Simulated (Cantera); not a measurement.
An isothermal, constant-pressure homogeneous reactor starts with 31.3 % H₂, 34.4 % O₂, 34.4 % N₂, at 1225 K and 248 Torr.

Computed with Cantera and GRI-Mech 3.0 (53 species, 325 reactions). The temperature is held fixed by assumption; the heat of reaction is taken as removed at once.

One state of this run: x H₂ = 2.92e-8; x O₂ = 0.222; x NO = 4.69e-6; x H₂O = 0.371; x NO₂ = 4.15e-8; x OH = 1.08e-5. x: mole fraction; the columns are a selection and need not sum to one.

Problem. Which value of t (s) does it belong to?
(A) 0.374
(B) 0.0162
(C) 0.131
(D) 3.04

Solution. D, 3.04
